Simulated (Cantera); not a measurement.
An adiabatic, constant-pressure homogeneous reactor starts with CO : H2 : O2 : N2 = 1 : 1.5 : 0.658 : 7.24 (molar parts), at 1050 K and 0.987 atm. Integrator tolerance rtol = 1e-08.

Model: GRI-Mech 3.0 (53 species, 325 reactions), integrated in Cantera.

Question: What does this change do: initial temperature 1050 to 1100 K?

Answer: 
```json
[
 {"quantity": "time of steepest temperature rise", "before": "0.316 ms", "after": "0.200 ms"},
 {"quantity": "temperature at 0.200 s", "before": "1991 K", "after": "2035 K"},
 {"quantity": "equilibrium temperature", "before": "1991 K", "after": "2035 K"},
 {"quantity": "x(CO) at 0.200 s", "before": "0.0708 (gas-phase equilibrium 0.0708)", "after": "0.0713 (gas-phase equilibrium 0.0713)"},
 {"quantity": "x(H2) at 0.200 s", "before": "0.0506 (gas-phase equilibrium 0.0506)", "after": "0.0501 (gas-phase equilibrium 0.0501)"},
 {"quantity": "x(O2) at 0.200 s", "before": "3.05e-7 (gas-phase equilibrium 3.06e-7)", "after": "6.10e-7 (gas-phase equilibrium 6.11e-7)"},
 {"quantity": "x(NO) at 0.200 s", "before": "2.18e-5 (gas-phase equilibrium 8.78e-6)", "after": "2.59e-5 (gas-phase equilibrium 1.40e-5)"},
 {"quantity": "x(H2O) at 0.200 s", "before": "0.103 (gas-phase equilibrium 0.103)", "after": "0.104 (gas-phase equilibrium 0.104)"},
 {"quantity": "x(HO2) at 0.200 s", "before": "1.16e-10 (gas-phase equilibrium 1.16e-10)", "after": "2.33e-10 (gas-phase equilibrium 2.34e-10)"},
 {"quantity": "x(H) at 0.200 s", "before": "0.000346 (gas-phase equilibrium 0.000346)", "after": "0.000464 (gas-phase equilibrium 0.000465)"}
]
```

Question: What does this change do: pressure from 0.987 atm to 0.355 atm?

Answer: 
```tsv
quantity	before	after
time of steepest temperature rise	0.316 ms	0.699 ms
temperature at 0.200 s	1991 K	1989 K
equilibrium temperature	1991 K	1989 K
x(CO) at 0.200 s	0.0708 (gas-phase equilibrium 0.0708)	0.0708 (gas-phase equilibrium 0.0708)
x(H2) at 0.200 s	0.0506 (gas-phase equilibrium 0.0506)	0.0505 (gas-phase equilibrium 0.0505)
x(O2) at 0.200 s	3.05e-7 (gas-phase equilibrium 3.06e-7)	8.44e-7 (gas-phase equilibrium 8.28e-7)
x(NO) at 0.200 s	2.18e-5 (gas-phase equilibrium 8.78e-6)	2.93e-5 (gas-phase equilibrium 1.44e-5)
x(H2O) at 0.200 s	0.103 (gas-phase equilibrium 0.103)	0.103 (gas-phase equilibrium 0.103)
x(HO2) at 0.200 s	1.16e-10 (gas-phase equilibrium 1.16e-10)	1.92e-10 (gas-phase equilibrium 1.89e-10)
x(H) at 0.200 s	0.000346 (gas-phase equilibrium 0.000346)	0.000576 (gas-phase equilibrium 0.000570)
```
